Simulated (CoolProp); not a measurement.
Vapour-liquid equilibrium of propylene (1) + n-hexane (2) at -7.15 °C; x and y are mole fractions of (1).

The numbers come from the multi-fluid Helmholtz-energy mixture model, Lemmon 2013 and Thol 2019; pair parameters Bell 2016 in CoolProp.

| x | bubble pressure (MPa) | y at the bubble point | dew pressure at overall composition x (MPa) | liquid density (mol/L) |
|---|---|---|---|---|
| 0.05 | 0.04038 | 0.901 | 0.004283 | 8.110 |
| 0.125 | 0.08154 | 0.953 | 0.004650 | 8.393 |
| 0.2 | 0.1139 | 0.968 | 0.005085 | 8.693 |
| 0.275 | 0.1422 | 0.975 | 0.005610 | 9.013 |
| 0.35 | 0.1694 | 0.981 | 0.006256 | 9.352 |
| 0.425 | 0.1970 | 0.984 | 0.007069 | 9.713 |
| 0.5 | 0.2262 | 0.988 | 0.008125 | 10.10 |
| 0.575 | 0.2576 | 0.990 | 0.009552 | 10.50 |
| 0.65 | 0.2911 | 0.993 | 0.01159 | 10.93 |
| 0.725 | 0.3269 | 0.995 | 0.01472 | 11.39 |
| 0.8 | 0.3645 | 0.997 | 0.02018 | 11.87 |
| 0.875 | 0.4033 | 0.998 | 0.03204 | 12.37 |
| 0.95 | 0.4427 | 0.999 | 0.07707 | 12.88 |

No azeotrope shows between x = 0.05 and 0.95.

Pair parameters are fitted to limited data, so mixtures are less certain than the pure fluids. The gap from Raoult's law changes sign with composition, which may be real or a fault of the pair parameters; it wasn't checked against measurements.
